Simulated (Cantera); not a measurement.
A perfectly stirred reactor is fed with CH4 : O2 : N2 = 1 : 2.08 : 7.83 (molar parts), at 2.17 atm; it is adiabatic with a 550 K inlet, and is followed from long to short residence time, starting on the burning branch (τ in s: 0.46, 0.19, 0.075, 0.031, 0.012, 0.005, 0.002, 0.00083, 0.00034, 0.00014, 5.5e-05, 2.2e-05).

Detailed kinetics in Cantera: GRI-Mech 3.0 (53 species, 325 reactions).

Q: What does this change do: inlet temperature 550 to 350 K?

A: 
| quantity | before | after |
|---|---|---|
| blow-out, bracketed by the residence times tried | burning at 55.0 µs, out at 22.0 µs | burning at 55.0 µs, out at 22.0 µs |
| x(CH4) at τ = 0.460 s | 2.92e-7 | 5.33e-7 |
| x(O2) at τ = 0.460 s | 0.0103 | 0.00895 |
| x(NO2) at τ = 0.460 s | 1.15e-6 | 7.73e-7 |
| x(NO) at τ = 0.460 s | 0.00331 | 0.00210 |
| x(CO2) at τ = 0.460 s | 0.0824 | 0.0862 |
| x(CH4) at τ = 2.00 ms | 3.62e-5 | 4.89e-5 |
| x(O2) at τ = 2.00 ms | 0.0157 | 0.0150 |
| x(NO2) at τ = 2.00 ms | 1.62e-7 | 9.43e-8 |
| x(NO) at τ = 2.00 ms | 0.000454 | 0.000251 |
| x(CO2) at τ = 2.00 ms | 0.0754 | 0.0774 |

Q: What does this change do: pressure from 2.17 atm to 6.02 atm?

A: 
```csv
quantity,before,after
"blow-out, bracketed by the residence times tried","burning at 55.0 µs, out at 22.0 µs","burning at 22.0 µs, the shortest tried"
x(CH4) at τ = 0.460 s,2.92e-7,1.43e-7
x(O2) at τ = 0.460 s,0.0103,0.00901
x(NO2) at τ = 0.460 s,1.15e-6,1.79e-6
x(NO) at τ = 0.460 s,0.00331,0.00340
x(CO2) at τ = 0.460 s,0.0824,0.0847
x(CH4) at τ = 2.00 ms,3.62e-5,2.33e-5
x(O2) at τ = 2.00 ms,0.0157,0.0121
x(NO2) at τ = 2.00 ms,1.62e-7,4.33e-7
x(NO) at τ = 2.00 ms,0.000454,0.000655
x(CO2) at τ = 2.00 ms,0.0754,0.0815
```
